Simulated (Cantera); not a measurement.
A perfectly stirred reactor is fed with CH4 : CO2 : H2 = 1 : 1.7 : 1 (molar parts), at 6.20 bar; it is held at 1425 K, and followed from long to short residence time.

Model: GRI-Mech 3.0 (53 species, 325 reactions), integrated in Cantera.

What does this change do: pressure from 6.20 bar to 17.0 bar?


```
quantity                 before    after
----------------------  -------  -------
x(CH4) at τ = 28.0 s      0.131    0.162
x(CO2) at τ = 28.0 s      0.142    0.157
x(H2) at τ = 28.0 s       0.199    0.171
x(C2H4) at τ = 28.0 s    0.0102  0.00808
x(O) at τ = 28.0 s       <1e-12   <1e-12
x(CH4) at τ = 0.380 s     0.229    0.231
x(CO2) at τ = 0.380 s     0.346    0.311
x(H2) at τ = 0.380 s      0.205    0.166
x(C2H4) at τ = 0.380 s  0.00773   0.0101
x(O) at τ = 0.380 s      <1e-12   <1e-12
```
The pressure lies above the range GRI-Mech 3.0 was tuned for (to about 10 atm).

What does this change do: CH4 1 to 1.9 parts?


```
quantity                 before   after
----------------------  -------  ------
x(CH4) at τ = 28.0 s      0.131   0.205
x(CO2) at τ = 28.0 s      0.142  0.0885
x(H2) at τ = 28.0 s       0.199   0.234
x(C2H4) at τ = 28.0 s    0.0102  0.0184
x(O) at τ = 28.0 s       <1e-12  <1e-12
x(CH4) at τ = 0.380 s     0.229   0.334
x(CO2) at τ = 0.380 s     0.346   0.276
x(H2) at τ = 0.380 s      0.205   0.206
x(C2H4) at τ = 0.380 s  0.00773  0.0138
x(O) at τ = 0.380 s      <1e-12  <1e-12
```
